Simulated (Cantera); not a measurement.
What does this Cantera script print?

```python
import numpy as np
import cantera as ct

gas = ct.Solution("gri30.yaml", transport_model="multicomponent")
show = ['NH3', 'C2H2', 'H2O']

rows = []
print(f"{'T/K':>7s}{'rho':>11s}{'cp':>10s}{'mu':>11s}{'lambda':>11s}{'Pr':>7s}" + "".join(f"{'D_' + s:>11s}" for s in show))
for T in [400, 650, 900, 1150, 1400, 1650, 1900, 2150, 2400]:
    gas.TPX = T, 2666, {'CH3OH': 0.091, 'C2H6': 0.74, 'H2': 0.084}
    Pr = gas.cp_mass * gas.viscosity / gas.thermal_conductivity
    D = [gas.mix_diff_coeffs_mole[gas.species_index(s)] for s in show]
    rows.append([gas.density, gas.cp_mass, gas.viscosity, gas.thermal_conductivity, Pr, *D])
    print(f"{T:7g}{gas.density:11.4e}{gas.cp_mass:10.1f}{gas.viscosity:11.4e}"
          f"{gas.thermal_conductivity:11.4e}{Pr:7.3f}" + "".join(f"{d:11.4e}" for d in D))
print("SI units: kg/m3, J/kg/K, Pa s, W/m/K, m2/s")
```

It prints:

```
    T/K        rho        cp         mu     lambda     Pr      D_NH3     D_C2H2      D_H2O
    400 2.2197e-02    2184.4 1.2534e-05 4.1476e-02  0.660 1.0571e-03 8.2109e-04 1.0908e-03
    650 1.3660e-02    3115.5 1.9032e-05 8.5119e-02  0.697 2.6800e-03 1.9944e-03 2.7908e-03
    900 9.8655e-03    3773.0 2.4504e-05 1.3042e-01  0.709 4.8640e-03 3.5344e-03 5.0946e-03
   1150 7.7208e-03    4278.2 2.9305e-05 1.7556e-01  0.714 7.5230e-03 5.3907e-03 7.9088e-03
   1400 6.3421e-03    4634.5 3.3642e-05 2.1788e-01  0.716 1.0604e-02 7.5321e-03 1.1175e-02
   1650 5.3812e-03    4893.2 3.7640e-05 2.5739e-01  0.716 1.4071e-02 9.9373e-03 1.4854e-02
   1900 4.6731e-03    5080.1 4.1383e-05 2.9408e-01  0.715 1.7899e-02 1.2591e-02 1.8918e-02
   2150 4.1297e-03    5216.3 4.4926e-05 3.2828e-01  0.714 2.2072e-02 1.5482e-02 2.3348e-02
   2400 3.6995e-03    5318.4 4.8313e-05 3.6047e-01  0.713 2.6574e-02 1.8601e-02 2.8129e-02
SI units: kg/m3, J/kg/K, Pa s, W/m/K, m2/s
```

Model: GRI-Mech 3.0 (53 species, 325 reactions), integrated in Cantera. Polar gases are described roughly by these parameters. The composition is frozen, though it would react at the higher temperatures.
